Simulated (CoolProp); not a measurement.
A simple Rankine cycle with o-xylene: condensing at 325.15 K, boiler at 2.53 MPa, turbine inlet 619 K, turbine efficiency 0.9, pump efficiency 0.7, no recuperator. Each further row changes one setting.

The numbers come from the reference Helmholtz-energy equation of state, Zhou 2012 in CoolProp.

```json
[
 {"case": "as stated", "thermal efficiency (%)": "25.9", "net work (kJ/kg)": "226", "heat in (kJ/kg)": "872", "turbine exit temperature (K)": "480.0", "volume ratio over the turbine": "798"},
 {"case": "condensing temperature 317.15 K", "thermal efficiency (%)": "26.9", "net work (kJ/kg)": "239", "heat in (kJ/kg)": "887", "turbine exit temperature (K)": "473.1", "volume ratio over the turbine": "1170"},
 {"case": "boiler pressure 1.77 MPa", "thermal efficiency (%)": "24.9", "net work (kJ/kg)": "224", "heat in (kJ/kg)": "898", "turbine exit temperature (K)": "494.6", "volume ratio over the turbine": "480"},
 {"case": "turbine efficiency 0.8", "thermal efficiency (%)": "23.0", "net work (kJ/kg)": "201", "heat in (kJ/kg)": "872", "turbine exit temperature (K)": "493.4", "volume ratio over the turbine": "820"}
]
```
